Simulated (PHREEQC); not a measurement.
Synthetic water in mg/L, 25 °C, pH 7.28, pe -0.3: Na 10800; K 190; Ca 1080; Mg 560; Cl 19200; S(6) as SO4 438; Alkalinity as HCO3 4.17; B 3.18; Li 1.08.

Valence states are taken as typed.

Model: ion-association model, phreeqc.dat, run in PHREEQC.

Problem. The ionic strength comes out as 0.631 mol/kgw. What activity coefficients do Mg+2, MgHCO3+, Cl-, Na+, CaHCO3+ get?

Solution. Mg+2 0.29, MgHCO3+ 0.63, Cl- 0.64, Na+ 0.72, CaHCO3+ 0.70.

No solid was allowed to form. Complexes and solids missing from the database can't appear.
